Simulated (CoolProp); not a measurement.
Saturation properties of ethanol (Tc = 514.7 K, pc = 62.68 bar, ω = 0.644).

Computed with CoolProp (reference Helmholtz-energy equation of state, Schroeder 2014).

| T (K) | p (bar) | vapour density (kg/m³) | enthalpy of vaporisation (kJ/kg) | liquid cp (kJ/(kg K)) | surface tension (mN/m) | vapour viscosity (µPa s) |
|---|---|---|---|---|---|---|
| 243.5 | 0.001493 | 0.003398 | 972.5 | 2.093 | 27.1 | 7.07 |
| 262.6 | 0.007372 | 0.01557 | 955.7 | 2.193 | 25.3 | 7.67 |
| 281.8 | 0.02883 | 0.05684 | 937.6 | 2.314 | 23.5 | 8.27 |
| 301 | 0.09279 | 0.1719 | 917.5 | 2.457 | 21.6 | 8.86 |
| 320.1 | 0.2536 | 0.4447 | 894.9 | 2.621 | 19.8 | 9.44 |
| 339.3 | 0.6117 | 1.023 | 868.7 | 2.805 | 17.9 | 10.0 |
| 358.5 | 1.324 | 2.128 | 838.0 | 3.006 | 16.0 | 10.6 |
| 377.6 | 2.606 | 4.069 | 802.0 | 3.227 | 14.1 | 11.2 |
| 396.8 | 4.767 | 7.306 | 759.5 | 3.473 | 12.2 | 11.7 |
| 416 | 8.163 | 12.43 | 709.4 | 3.735 | 10.3 | 12.3 |

It boils at 351.6 K under 1 atm.

Viscosity comes from a separate model (Kiselev 2005). Surface tension comes from a separate correlation (Mulero 2012).
